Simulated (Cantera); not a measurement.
A closed system holds: 1 mol Si₃N₄, 1.3 mol CO₂, 8 mol N₂, at 1848.15 K and 1.90 Pa.

These are equilibrium values from Cantera (NASA tables, ideal gas, pure condensed phases), not measurements of a reactor. Candidate condensed phases: C, Si, SiC, SiO₂, Si₂N₂O, Si₃N₄; 34 gas species. The tables' values for SiN are old estimates; treat these amounts as uncertain. The numbers say what is thermodynamically allowed, not how fast it happens.

Base state: N₂ 0.701, Si 0.114, SiO 0.0925, CO 0.0899, Si₂C 0.00129, Si₂ 0.000275, SiN 0.000161, Si₂N 8.50e-5 (mole fractions); condensed: gas only.

Q: What changes in the equilibrium state with this change: temperature from 1848.15 K to 1550 K?

A: 
```
species        before     after
-----------  --------  --------
N₂              0.701     0.793
SiO            0.0925     0.170
CO             0.0899    0.0360
Si              0.114  0.000683
SiC₂          1.12e-5     <1e-9
Si₂C          0.00129   1.52e-6
Si₃           2.21e-5   3.76e-8
Si₂          0.000275   4.81e-7
SiC(s), mol         0     0.846
```

Q: What changes in the equilibrium state with this change: N₂ from 8 to 12 mol?

A: 
```csv
species,before,after
N₂,0.701,0.766
Si,0.114,0.0905
SiO,0.0925,0.0718
CO,0.0899,0.0705
Si₃,2.21e-5,1.09e-5
Si₂C,0.00129,0.000646
```
